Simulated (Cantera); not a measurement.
Charge: 1 mol CH2F2, 0.31 mol CH4, at 1.33 mbar.

Method: chemical equilibrium by Gibbs-energy minimisation in Cantera with the NASA 1993 tables (ideal gas, pure condensed phases). Candidate condensed phases: C, C6H6, C7H8, C8H18; 110 gas species. Ions and electrons are included (thermal ionisation). Equilibrium is a limit: real reactors are often held back by kinetics, nucleation or transport. All values below are at 4727 °C.

Base state: H 0.494, F 0.305, C 0.199, e- 0.000716, C+ 0.000706, HF 8.76e-5, C2 3.52e-5, CF 2.32e-5 (mole fractions); condensed: gas only.

**Question.** What changes in the equilibrium state with this change: CH2F2 replaced by C2F6?

**Answer.** 
| species | before | after |
|---|---|---|
| F | 0.305 | 0.628 |
| C | 0.199 | 0.241 |
| H | 0.494 | 0.130 |
| CF | 2.32e-5 | 5.77e-5 |
| HF | 8.76e-5 | 4.73e-5 |
| C2 | 3.52e-5 | 5.15e-5 |
| C+ | 0.000706 | 0.000777 |
The feed counts by its element totals alone.
